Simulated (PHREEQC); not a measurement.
Buffer

Make-up at 73 °C: 0.019 mol/kgw H3PO4 and 3.9e-05 mol/kgw K2HPO4. Closed to the air; pH follows from the charge balance.

All values are PHREEQC results (ion-association model, phreeqc.dat), not measurements.

Each row changes one thing in this solution. No solid was allowed to form.

| case | pH | ionic strength (mol/kgw) | H3PO4 (mol/kgw) | H2PO4- (mol/kgw) | HPO4-2 (mol/kgw) |
|---|---|---|---|---|---|
| as made | 2.16 | 0.00761 | 0.0114 | 0.00761 | 1.16e-7 |
| diluted 5-fold with water | 2.63 | 0.00249 | 0.00132 | 0.00249 | 9.96e-8 |
| H3PO4 left out | 7.65 | [?] | 4.49e-11 | [?] | 3.06e-5 |
| temperature from 73 to 75 °C | 2.17 | 0.00756 | 0.0115 | 0.00756 | 1.17e-7 |
| diluted 100-fold with water | 3.75 | 0.000183 | 7.74e-6 | 0.000183 | 8.41e-8 |
| diluted 10-fold with water | 2.86 | 0.00145 | 0.000458 | 0.00145 | 9.45e-8 |
| H3PO4 from 0.019 to 0.0285 mol/kgw | 2.05 | 0.00982 | 0.0187 | 0.00982 | [?] |

Question: What belongs in the gaps?

Answer: 
- H3PO4 left out, ionic strength (mol/kgw): 0.000109
- H3PO4 left out, H2PO4- (mol/kgw): 8.42e-6
- H3PO4 from 0.019 to 0.0285 mol/kgw, HPO4-2 (mol/kgw): 1.21e-7

Species that the database lacks are ignored. At this temperature some constants are extrapolated from 25 °C, and those without enthalpy data are left unchanged.
